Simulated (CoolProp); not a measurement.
Vapour-liquid equilibrium of R22 (1) + R134a (2) at 0.0198 MPa; x and y are mole fractions of (1).

Values from CoolProp's multi-fluid Helmholtz-energy mixture model, Kamei 1995 and Tillner-Roth 1994; pair parameters Bell 2016.

Give the bubble temperature and the first vapour's composition at x = 0.05, 0.2, 0.5. Is there an azeotrope?

x = 0.05: 215.2 K, y = 0.128; x = 0.2: 211.9 K, y = 0.401; x = 0.5: 207.4 K, y = 0.709. No azeotrope shows between x = 0.05 and 0.95.

Pair parameters are fitted to limited data, so mixtures are less certain than the pure fluids.
